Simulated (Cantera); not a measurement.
Feed: 1 mol (CH3)2SiCl2, 0.012 mol C2H2, 27 mol H2, 0.53 mol C3H8, equilibrated at 2075 K and 38.0 mbar.

Method: chemical equilibrium by Gibbs-energy minimisation in Cantera with the NASA 1993 tables (ideal gas, pure condensed phases). Candidate condensed phases: C, C6H6, C7H8, C8H18, Si, SiC; 109 gas species. The feed counts by its element totals alone. The tables' values for SiCl are old estimates; treat these amounts as uncertain. Gases not in the tables: Si2H6 and higher silanes. The numbers say what is thermodynamically allowed, not how fast it happens.

Base state: H2 0.926, HCl 0.0581, H 0.0131, C2H2 (acetylene) 0.00115, Cl 0.000609, SiCl2 0.000575, Si 0.000192, SiCl 4.74e-5 (mole fractions); condensed: C(graphite) + SiC(s).

Question: What changes in the equilibrium state with this change: pressure from 38.0 mbar to 1.30 mbar?

Answer: 
```tsv
species	before	after
H2	0.926	0.867
H	0.0131	0.0688
HCl	0.0581	0.0534
Si	0.000192	0.00561
CH4	1.14e-5	3.42e-7
SiC2	1.11e-5	0.000325
Si2C	7.14e-6	0.000209
SiH	2.06e-5	0.000108
Cl	0.000609	0.00313
C(graphite), mol	2.56	2.76
SiC(s), mol	0.971	0.749
```

Question: What changes in the equilibrium state with this change: pressure from 38.0 mbar to 1.33 mbar?

Answer: 
```tsv
species	before	after
H2	0.926	0.868
H	0.0131	0.0679
HCl	0.0581	0.0535
Si	0.000192	0.00547
CH4	1.14e-5	3.52e-7
Si2C	7.14e-6	0.000203
C(graphite), mol	2.56	2.76
SiC(s), mol	0.971	0.755
```
